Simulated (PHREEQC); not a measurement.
# Reverse-osmosis permeate: speciation

A made-up water analysis in mmol/kgw, 25 °C, pH 6.81, pe 9.8: Na 0.155; K 0.00351; Ca 0.0416; Mg 0.0113; Cl 0.0301; S(6) 0.0801; Alkalinity (meq/kgw) 0.0773; Br 0.000288.

Valence states are taken as typed.

Computed with PHREEQC (ion-association model, phreeqc.dat).

```yaml
ionic_strength: 0.000396 mol/kgw
charge_balance_error: -0.7 %
```

| species | molality | activity | log γ |
|---|---|---|---|
| Na+ | 0.000155 | 0.000151 | -0.010 |
| SO4-2 | 7.94e-5 | 7.25e-5 | -0.039 |
| HCO3- | 7.73e-5 | 7.56e-5 | -0.010 |
| Ca+2 | 4.11e-5 | 3.75e-5 | -0.039 |
| Cl- | 3.01e-5 | 2.94e-5 | -0.010 |
| CO2 | 2.63e-5 | 2.63e-5 | 0.000 |
| Mg+2 | 1.11e-5 | 1.02e-5 | -0.039 |
| K+ | 3.51e-6 | 3.43e-6 | -0.010 |
| CaSO4 | 4.84e-7 | 4.84e-7 | 0.000 |
| Br- | 2.88e-7 | 2.82e-7 | -0.010 |
| MgSO4 | 1.73e-7 | 1.73e-7 | 0.000 |
| H+ | 1.58e-7 | 1.55e-7 | -0.010 |
| OH- | 6.69e-8 | 6.53e-8 | -0.010 |
| NaSO4- | 5.63e-8 | 5.50e-8 | -0.010 |
| CaHCO3+ | 3.70e-8 | 3.62e-8 | -0.010 |
| CO3-2 | 2.50e-8 | 2.29e-8 | -0.039 |

Precipitation was switched off in this run.
